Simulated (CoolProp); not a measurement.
Sulfur dioxide along the isotherm 441.7 K: density (kg/m³) from the reference equation and from simpler models built on Tc = 430.6 K, pc = 7.887 MPa, ω = 0.256; each cubic takes its own stable root.

Values from CoolProp's reference Helmholtz-energy equation of state, Gao 2016.

```csv
p (MPa),phase,reference,ideal gas,van der Waals,Redlich-Kwong,Soave-Redlich-Kwong,Peng-Robinson
0.111,gas,1.945,1.936,1.944,1.945,1.945,1.946
0.21,gas,3.695,3.663,3.691,3.695,3.694,3.698
0.398,gas,7.057,6.943,7.043,7.057,7.055,7.069
0.754,gas,13.57,13.15,13.52,13.57,13.57,13.62
1.43,gas,26.53,24.95,26.34,26.53,26.50,26.69
2.71,gas,53.61,47.27,52.81,53.55,53.45,54.20
5.14,gas,119.1,89.66,115.3,118.6,117.9,121.4
9.74,supercritical,619.2,169.9,503.4,544.2,506.4,545.7
18.5,supercritical,929.5,322.7,661.7,801.6,792.0,876.8
35,supercritical,1057,610.5,753.4,947.6,942.0,1047
```
